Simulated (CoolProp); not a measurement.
The fluid at 508.85 K and 2.39 MPa flows at 0.5 m/s in a round tube of 2 mm bore and 0.25 µm roughness, fully developed (64/Re and Nu = 3.66 if laminar; Colebrook and Gnielinski if turbulent). The same conditions are run with several fluids, on thermodynamics alone (safety and materials aside).

The numbers come from the reference Helmholtz-energy equation of state of each fluid (methane: Setzmann 1991; ethane: Bücker 2006; methanol: de Reuck 1993; propylene: Lemmon 2013) in CoolProp.

```csv
fluid,Reynolds number,Darcy friction factor,pressure drop (Pa/m),heat-transfer coefficient (W/(m² K)),mass flow (kg/h)
methane,…,…,69.8,130,0.0512
ethane,1130,0.0567,61.9,103,…
methanol,1250,0.0513,…,…,0.115
propylene,…,0.0385,60.7,87.7,…
```

Fill in the missing entries.


- methane, Reynolds number: 519
- methane, Darcy friction factor: 0.123
- ethane, mass flow (kg/h): 0.0987
- methanol, pressure drop (Pa/m): 65.3
- methanol, heat-transfer coefficient (W/(m² K)): 81.2
- propylene, Reynolds number: 1660
- propylene, mass flow (kg/h): 0.143

Transport values come from each fluid's own correlations; those of propylene are estimates that may be off by 10 % or more.
